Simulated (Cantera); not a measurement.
## Low-pressure radical oxidation in H2/O2

An isothermal, constant-pressure homogeneous reactor starts with H₂ : O₂ = 0.037 : 1 (molar parts), equivalence ratio 0.018, at 1173 K and 0.0100 bar.

Computed with Cantera and GRI-Mech 3.0 (53 species, 325 reactions). Radical loss at walls, strong at low pressure, is not modelled. The temperature is held fixed by assumption; the heat of reaction is taken as removed at once.

```csv
t (s),x H₂,x O₂,x OH,x H₂O₂,x H₂O,x O,x HO₂
0.000300,0.0357,0.964,3.57e-9,1.08e-12,3.19e-9,4.82e-9,4.23e-9
0.00103,0.0357,0.964,7.92e-8,1.27e-11,1.53e-7,1.22e-7,1.49e-8
0.00354,0.0334,0.963,0.000738,6.92e-9,0.00165,0.00119,1.68e-6
0.0122,0.000444,0.937,0.00227,4.75e-8,0.0320,0.0238,2.18e-6
0.0418,0.000322,0.945,0.00194,4.86e-8,0.0333,0.0169,1.99e-6
0.144,0.000131,0.956,0.00125,4.68e-8,0.0351,0.00668,1.44e-6
0.493,2.30e-5,0.962,0.000524,3.24e-8,0.0360,0.00116,6.06e-7
1.69,2.64e-6,0.963,0.000179,1.32e-8,0.0362,0.000133,1.42e-7
5.82,3.36e-7,0.964,6.41e-5,3.75e-9,0.0363,1.71e-5,2.64e-8
20.0,5.67e-8,0.964,2.64e-5,9.57e-10,0.0363,2.91e-6,6.36e-9
```
x: mole fraction; the columns are a selection and need not sum to one.

Equilibrium at this temperature and pressure: H₂ 2.67e-9, O₂ 0.964, OH 5.76e-6, H₂O₂ 6.67e-11, H₂O 0.0363, O 1.38e-7, HO₂ 5.89e-9 (gas phase only).
